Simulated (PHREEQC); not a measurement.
Dissolve 0.0022 mol/kgw Na2SO4, 9.8e-05 mol/kgw NaHCO3 and 3.7e-05 mol/kgw NaH2PO4 at 25 °C. Closed to the air; pH follows from the charge balance.

All values are PHREEQC results (ion-association model, wateq4f.dat), not measurements.

This is a speciation only: nothing precipitates in the calculation.

Q: What pH does the model give?

A: pH 7.00.

Q: In which forms is S present?

A: SO4-2 98 %, NaSO4- 1.6 % of the S.

H3PO4, which wateq4f.dat lacks, is added to it with the constant of phreeqc.dat.
